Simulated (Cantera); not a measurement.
Input: 1 mol Si3N4, 0.0078 mol H2O, 3.2 mol N2, at 1923.15 K and 5.00 Pa.

Cantera equilibrium calculation (NASA polynomials, part measured and part estimated; ideal gas, pure solids and liquids). Candidate condensed phases: H2O, Si, SiO2, Si2N2O, Si3N4; 35 gas species. The tables' values for SiN are old estimates; treat these amounts as uncertain. Rates play no part.

Base state: N2 0.652, Si 0.340, Si2 0.00290, H 0.00163, SiO 0.000980, Si2N 0.000865, Si3 0.000647, SiN 0.000612 (mole fractions); condensed: Si(l).

**Question.** What changes in the equilibrium state with this change: temperature from 1923.15 K to 1200 K?

**Answer.** 
```json
[
 {"species": "N2", "before": "0.652", "after": "0.998"},
 {"species": "H2", "before": "0.000150", "after": "0.00243"},
 {"species": "H", "before": "0.00163", "after": "1.38e-6"},
 {"species": "Si", "before": "0.340", "after": "<1e-9"},
 {"species": "Si2", "before": "0.00290", "after": "<1e-9"},
 {"species": "SiO", "before": "0.000980", "after": "1.50e-7"},
 {"species": "Si2N", "before": "0.000865", "after": "<1e-9"},
 {"species": "Si3", "before": "0.000647", "after": "<1e-9"},
 {"species": "SiN", "before": "0.000612", "after": "<1e-9"},
 {"species": "SiH", "before": "2.41e-5", "after": "<1e-9"},
 {"species": "Si(l), mol", "before": "0.205", "after": "0"},
 {"species": "Si2N2O(s), mol", "before": "0", "after": "0.00780"},
 {"species": "Si3N4(s), mol", "before": "0", "after": "0.995"}
]
```
Mutual solubility and eutectic melting of coexisting phases are not modelled.
